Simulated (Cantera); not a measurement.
## Equilibrium for iron carbonyl, mercury and lead vapours: Hg + O2 + N2

Input: 1 mol Hg, 0.064 mol O2, 4.3 mol N2, held at 75.0 Torr.

These are equilibrium values from Cantera (NASA tables, ideal gas, pure condensed phases), not measurements of a reactor. Candidate condensed phases: Hg, HgO; 10 gas species. Equilibrium is a limit: real reactors are often held back by kinetics, nucleation or transport.

At 548 K the condensed part is HgO(s). From 648 K to 1548 K nothing is condensed. The main Hg-bearing gas is Hg throughout.

```csv
T (K),x N2,x Hg,x O2,x NO,x O,x NO2,x N2O,n HgO(s)
548,0.829,0.170,0.00100,2.57e-10,<1e-12,9.71e-11,<1e-12,0.118
648,0.802,0.186,0.0119,1.92e-8,<1e-12,3.49e-9,<1e-12,0
748,0.802,0.186,0.0119,1.85e-7,<1e-12,7.94e-9,7.02e-12,0
848,0.802,0.186,0.0119,1.05e-6,<1e-12,1.49e-8,3.33e-11,0
948,0.802,0.186,0.0119,4.11e-6,1.03e-11,2.45e-8,1.14e-10,0
1048,0.802,0.186,0.0119,1.24e-5,2.18e-10,3.68e-8,3.12e-10,0
1148,0.802,0.186,0.0119,3.10e-5,2.74e-9,5.15e-8,7.18e-10,0
1248,0.802,0.186,0.0119,6.68e-5,2.30e-8,6.83e-8,1.45e-9,0
1348,0.802,0.186,0.0119,0.000128,1.41e-7,8.69e-8,2.66e-9,0
1448,0.802,0.186,0.0118,0.000225,6.71e-7,1.07e-7,4.48e-9,0
1548,0.801,0.186,0.0117,0.000366,2.61e-6,1.28e-7,7.08e-9,0
```
x: gas mole fraction; n: condensed amount in mol.
